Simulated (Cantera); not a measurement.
An isothermal, constant-pressure homogeneous reactor starts with C₂H₆ : N₂ = 1 : 69 (molar parts), at 1050 K and 2670 Pa.

Detailed kinetics in Cantera: GRI-Mech 3.0 (53 species, 325 reactions). GRI-Mech 3.0 stops at C3 and has no aromatics, soot or wall deposition, so with more carbon than oxygen in the feed, carbon stays in small species such as C2H2 where larger ones or solid carbon would form. Radical loss at walls, strong at low pressure, is not modelled.

Problem. Predict: x(C₂H₆) at 100 s; x(C₂H₄) at 100 s; x(H) at 100 s; x(CH₄) at 100 s; x(CH₃) at 100 s.

Solution. 
```
Quantity                                             Value
----------------  ----------------------------------------
x(C₂H₆) at 100 s   7.32e-6 (gas-phase equilibrium 2.28e-7)
x(C₂H₄) at 100 s  0.00818 (gas-phase equilibrium 0.000341)
x(H) at 100 s      5.62e-8 (gas-phase equilibrium 7.28e-9)
x(CH₄) at 100 s    0.00115 (gas-phase equilibrium 0.00424)
x(CH₃) at 100 s    6.10e-8 (gas-phase equilibrium 2.59e-8)
```
